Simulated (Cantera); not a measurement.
Thermodynamics of fluorocarbon and chlorocarbon gases, feed CCl4 + Si + H2

Charge: 1 mol CCl4, 0.057 mol Si, 8 mol H2, equilibrated at 338 Torr.

These are equilibrium values from Cantera (NASA tables, ideal gas, pure condensed phases), not measurements of a reactor. Candidate condensed phases: C, C6H6, C7H8, C8H18, Si, SiC; 109 gas species. The tables' values for SiCl, SiCl3, CCl are old estimates; treat these amounts as uncertain. Gases not in the tables: Si2H6 and higher silanes. The numbers say what is thermodynamically allowed, not how fast it happens.

| T (K) | x H2 | x H | x HCl | x Cl | x C2H2 (acetylene) | n C(graphite) |
|---|---|---|---|---|---|---|
| 1900 | 0.605 | 0.000920 | 0.387 | 0.000444 | 0.000231 | 0.994 |
| 2100 | 0.602 | 0.00361 | 0.386 | 0.00170 | 0.000870 | 0.982 |
| 2300 | 0.595 | 0.0111 | 0.380 | 0.00512 | 0.00257 | 0.947 |
| 2500 | 0.579 | 0.0285 | 0.368 | 0.0128 | 0.00626 | 0.868 |
| 2700 | 0.546 | 0.0626 | 0.345 | 0.0275 | 0.0129 | 0.711 |
| 2900 | 0.491 | 0.120 | 0.308 | 0.0516 | 0.0226 | 0.427 |
| 3100 | 0.415 | 0.204 | 0.253 | 0.0841 | 0.0317 | 0 |
| 3300 | 0.338 | 0.316 | 0.189 | 0.118 | 0.0222 | 0 |
| 3500 | 0.250 | 0.440 | 0.127 | 0.148 | 0.0119 | 0 |
x: gas mole fraction; n: condensed amount in mol.

From 1900 K to 2900 K the condensed part is C(graphite). From 3100 K to 3500 K nothing is condensed. The main Si-bearing gas is SiCl2 at 1900 K and Si at 3500 K.
